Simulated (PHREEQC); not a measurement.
Solution (25 °C): 0.067 mol/kgw HBr, 3.1e-05 mol/kgw CaCl2, 0.00078 mol/kgw MnSO4 and 0.025 mol/kgw MgCl2. It is in equilibrium with CO2 at log p = -2 (atm). Otherwise closed; pH follows from the charge balance.

Equilibrium calculation in PHREEQC: ion-association model, wateq4f.dat.

This is a speciation only: nothing precipitates in the calculation.

What pH does the model give?

pH 1.27.

In which forms is S present?

HSO4- 57 %, SO4-2 25 %, MgSO4 17 % of the S.
